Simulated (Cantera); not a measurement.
**Thermodynamics of abatement and gas-phase synthesis, feed HBr + H2O + N2**

A closed system holds: 1 mol HBr, 0.074 mol H2O, a varied amount of N2, held at 2923 K and 0.0140 bar.

Cantera equilibrium calculation (NASA polynomials, part measured and part estimated; ideal gas, pure solids and liquids). Candidate condensed phases: Br2, H2O; 27 gas species. Rates play no part.

From 0.3 mol N2 to 3.8 mol N2 nothing is condensed.

| n(N2) (mol) | x N2 | x Br | x H | x H2 | x HBr | x O |
|---|---|---|---|---|---|---|
| 0.3 | 0.133 | 0.427 | 0.304 | 0.0842 | 0.0188 | 0.0168 |
| 0.74 | 0.273 | 0.356 | 0.266 | 0.0646 | 0.0137 | 0.0149 |
| 1.2 | 0.376 | 0.303 | 0.237 | 0.0510 | 0.0104 | 0.0134 |
| 1.6 | 0.443 | 0.269 | 0.216 | 0.0426 | 0.00840 | 0.0123 |
| 2.1 | 0.509 | 0.236 | 0.195 | 0.0348 | 0.00667 | 0.0112 |
| 2.5 | 0.551 | 0.215 | 0.182 | 0.0301 | 0.00565 | 0.0105 |
| 2.9 | 0.586 | 0.198 | 0.170 | 0.0263 | 0.00485 | 0.00983 |
| 3.4 | 0.623 | 0.179 | 0.157 | 0.0226 | 0.00408 | 0.00912 |
| 3.8 | 0.648 | 0.167 | 0.149 | 0.0201 | 0.00359 | 0.00863 |
x: gas mole fraction; nothing condenses.
